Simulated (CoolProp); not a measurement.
Vapour-liquid equilibrium of n-octane (1) + o-xylene (2) at 467.6 K; x and y are mole fractions of (1).

Model: multi-fluid Helmholtz-energy mixture model, Beckmüller 2019 and Zhou 2012; pair parameters Bell 2016, in CoolProp.

Task: Give the bubble pressure and the first vapour's composition at x = 0.05, 0.2, 0.8. Is there an azeotrope?

Result: x = 0.05: 3.342 bar, y = 0.075; x = 0.2: 3.631 bar, y = 0.273; x = 0.8: 4.648 bar, y = 0.846. No azeotrope shows between x = 0.05 and 0.95.

The pair parameters rest on a limited set of measurements; away from them the model extrapolates.
